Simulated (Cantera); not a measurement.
## Equilibrium for fluorocarbon and chlorocarbon gases: CCl4 + F2 + H2

A closed system holds: 1 mol CCl4, 0.6 mol F2, 0.11 mol H2, held at 1.60 mbar.

Cantera equilibrium calculation (NASA polynomials, part measured and part estimated; ideal gas, pure solids and liquids). Candidate condensed phases: C, C6H6, C7H8, C8H18; 118 gas species. Condensed phases not in the tables: fluorocarbon polymer. Gases not in the tables: C2F6 and larger saturated fluorocarbons, chlorinated aromatics. The numbers say what is thermodynamically allowed, not how fast it happens.

From 650 K to 2600 K the condensed part is C(graphite). The main C-bearing gas is CF4 at 650 K and CF at 2600 K. The share of C in condensed phases is highest at 2450 K (93.4 %) and lowest at 650 K (68.5 %).

```json
[
 {"T (K)": "650", "x Cl": "2.86e-6", "x Cl2": "0.777", "x F": "<1e-12", "x CF4": "0.116", "x HCl": "0.0907", "x HF": "0.00112", "x CF2": "<1e-12", "x CClF3": "0.00971", "n C(graphite)": "0.685"},
 {"T (K)": "800", "x Cl": "0.000207", "x Cl2": "0.783", "x F": "<1e-12", "x CF4": "0.117", "x HCl": "0.0847", "x HF": "0.00671", "x CF2": "<1e-12", "x CClF3": "0.00767", "n C(graphite)": "0.698"},
 {"T (K)": "950", "x Cl": "0.00392", "x Cl2": "0.784", "x F": "6.06e-11", "x CF4": "0.114", "x HCl": "0.0710", "x HF": "0.0199", "x CF2": "7.61e-10", "x CClF3": "0.00645", "n C(graphite)": "0.707"},
 {"T (K)": "1100", "x Cl": "0.0331", "x Cl2": "0.764", "x F": "1.40e-8", "x CF4": "0.108", "x HCl": "0.0524", "x HF": "0.0367", "x CF2": "9.74e-8", "x CClF3": "0.00549", "n C(graphite)": "0.719"},
 {"T (K)": "1250", "x Cl": "0.158", "x Cl2": "0.657", "x F": "8.62e-7", "x CF4": "0.0975", "x HCl": "0.0335", "x HF": "0.0495", "x CF2": "3.73e-6", "x CClF3": "0.00437", "n C(graphite)": "0.730"},
 {"T (K)": "1400", "x Cl": "0.449", "x Cl2": "0.399", "x F": "2.14e-5", "x CF4": "0.0797", "x HCl": "0.0170", "x HF": "0.0526", "x CF2": "6.08e-5", "x CClF3": "0.00276", "n C(graphite)": "0.739"},
 {"T (K)": "1550", "x Cl": "0.744", "x Cl2": "0.135", "x F": "0.000280", "x CF4": "0.0628", "x HCl": "0.00645", "x HF": "0.0497", "x CF2": "0.000551", "x CClF3": "0.00129", "n C(graphite)": "0.747"},
 {"T (K)": "1700", "x Cl": "0.857", "x Cl2": "0.0318", "x F": "0.00236", "x CF4": "0.0542", "x HCl": "0.00222", "x HF": "0.0485", "x CF2": "0.00344", "x CClF3": "0.000540", "n C(graphite)": "0.747"},
 {"T (K)": "1850", "x Cl": "0.871", "x Cl2": "0.00769", "x F": "0.0137", "x CF4": "0.0430", "x HCl": "0.000853", "x HF": "0.0480", "x CF2": "0.0151", "x CClF3": "0.000217", "n C(graphite)": "0.735"},
 {"T (K)": "2000", "x Cl": "0.841", "x Cl2": "0.00208", "x F": "0.0524", "x CF4": "0.0189", "x HCl": "0.000408", "x HF": "0.0461", "x CF2": "0.0383", "x CClF3": "5.96e-5", "n C(graphite)": "0.724"},
 {"T (K)": "2150", "x Cl": "0.802", "x Cl2": "0.000650", "x F": "0.111", "x CF4": "0.00188", "x HCl": "0.000314", "x HF": "0.0439", "x CF2": "0.0382", "x CClF3": "5.79e-6", "n C(graphite)": "0.794"},
 {"T (K)": "2300", "x Cl": "0.783", "x Cl2": "0.000244", "x F": "0.151", "x CF4": "6.31e-5", "x HCl": "0.000364", "x HF": "0.0428", "x CF2": "0.0190", "x CClF3": "2.75e-7", "n C(graphite)": "0.889"},
 {"T (K)": "2450", "x Cl": "0.774", "x Cl2": "0.000105", "x F": "0.171", "x CF4": "1.74e-6", "x HCl": "0.000492", "x HF": "0.0420", "x CF2": "0.00756", "x CClF3": "1.21e-8", "n C(graphite)": "0.934"},
 {"T (K)": "2600", "x Cl": "0.769", "x Cl2": "5.03e-5", "x F": "0.176", "x CF4": "5.47e-8", "x HCl": "0.000686", "x HF": "0.0411", "x CF2": "0.00288", "x CClF3": "6.14e-10", "n C(graphite)": "0.920"}
]
```
x: gas mole fraction; n: condensed amount in mol.
